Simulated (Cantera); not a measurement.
An isothermal, constant-pressure homogeneous reactor starts with C2H6 : N2 = 1 : 1.3 (molar parts), at 1500 K and 0.000240 bar.

Model: GRI-Mech 3.0 (53 species, 325 reactions), integrated in Cantera. GRI-Mech 3.0 stops at C3 and has no aromatics, soot or wall deposition, so with more carbon than oxygen in the feed, carbon stays in small species such as C2H2 where larger ones or solid carbon would form. Radical loss at walls, strong at low pressure, is not modelled.

x: mole fraction; the columns are a selection and need not sum to one.

```csv
t (s),x C2H6,x H,x C2H4,x HCN,x CH2,x C2H2,x H2
0.000200,0.434,1.31e-7,9.50e-8,<1e-12,7.89e-10,<1e-12,9.16e-8
0.000971,0.433,3.62e-6,1.03e-5,<1e-12,8.51e-8,1.48e-10,9.17e-6
0.00472,0.422,9.15e-5,0.00117,2.17e-10,3.92e-6,3.58e-7,0.00121
0.0229,0.308,0.000556,0.0486,?,2.30e-5,0.000940,0.0423
0.111,0.0158,0.00154,0.140,?,2.33e-5,0.0607,0.188
0.540,0.000108,0.000350,0.0622,2.52e-7,1.76e-6,0.144,0.279
2.62,1.57e-5,0.000122,0.0220,2.48e-7,2.51e-7,0.180,0.314
12.7,9.48e-6,0.000110,0.00223,2.46e-7,1.70e-7,0.198,0.338
61.8,5.92e-6,0.000170,0.000703,?,1.99e-7,0.211,0.385
300,6.74e-7,0.000276,7.36e-5,?,1.20e-7,0.227,0.443
```

Problem. Complete the blanks.

Solution. 
- 0.0229, x HCN: 3.23e-8
- 0.111, x HCN: 1.91e-7
- 61.8, x HCN: 2.73e-7
- 300, x HCN: 4.30e-7
